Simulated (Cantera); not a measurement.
# Premixed flame

A freely propagating, adiabatic, planar premixed flame of H2 : O2 : N2 : H2O = 1 : 0.25 : 0.725 : 0.074 (molar parts), equivalence ratio 2.0, unburnt at 425 K and 64000 Pa; mixture-averaged transport, grid criteria slope 0.08 and curve 0.16, no radiation.

Cantera simulation using the H2/O2 subset of GRI-Mech 3.0, which has no nitrogen chemistry; the numbers are that mechanism's predictions, not measurements. Burning velocities carry a grid error of a few per cent, more on coarse grids.

| z (mm) | T (K) | u (m/s) | x H2 | x O2 | x HO2 | x O | x H2O | x H |
|---|---|---|---|---|---|---|---|---|
| -1.97 | 425 | 5.64 | 0.488 | 0.122 | <1e-8 | <1e-8 | 0.0361 | <1e-8 |
| -1.31 | 425 | 5.64 | 0.488 | 0.122 | <1e-8 | <1e-8 | 0.0361 | <1e-8 |
| -0.986 | 425 | 5.64 | 0.488 | 0.122 | <1e-8 | <1e-8 | 0.0361 | <1e-8 |
| -0.657 | 425 | 5.64 | 0.488 | 0.122 | 3.76e-8 | <1e-8 | 0.0361 | <1e-8 |
| -0.329 | 439 | 5.79 | 0.485 | 0.122 | 0.000156 | 2.92e-6 | 0.0366 | 3.37e-5 |
| -0.164 | 694 | 8.92 | 0.453 | 0.117 | 0.000210 | 0.000198 | 0.0571 | 0.00639 |
| 0 | 1132 | 14.1 | 0.355 | 0.0828 | 6.98e-5 | 0.00267 | 0.136 | 0.0460 |
| 0.164 | 1426 | 17.6 | 0.254 | 0.0252 | 1.90e-5 | 0.00388 | 0.246 | 0.0883 |
| 0.329 | 1554 | 19.1 | 0.224 | 0.00510 | 3.65e-6 | 0.00231 | 0.286 | 0.0961 |
| 0.657 | 1668 | 20.4 | 0.226 | 0.00114 | 7.92e-7 | 0.00166 | 0.296 | 0.0857 |
| 1.31 | 1790 | 21.6 | 0.236 | 0.000721 | 4.86e-7 | 0.00128 | 0.299 | 0.0692 |
| 2.63 | 1910 | 22.9 | 0.246 | 0.000463 | 3.14e-7 | 0.000857 | 0.303 | 0.0522 |
| 5.26 | 2017 | 24.0 | 0.255 | 0.000254 | 1.86e-7 | 0.000485 | 0.308 | 0.0370 |
x: mole fraction of selected species; z is measured from the peak of heat release.

The laminar burning velocity is 564 cm/s and the thermal thickness is 0.657 mm. The peak x(HO2) is 0.000365 and the peak x(O) comes out as 0.00418. The peak x(H) comes out as 0.0962. The grid points comes out as 129.
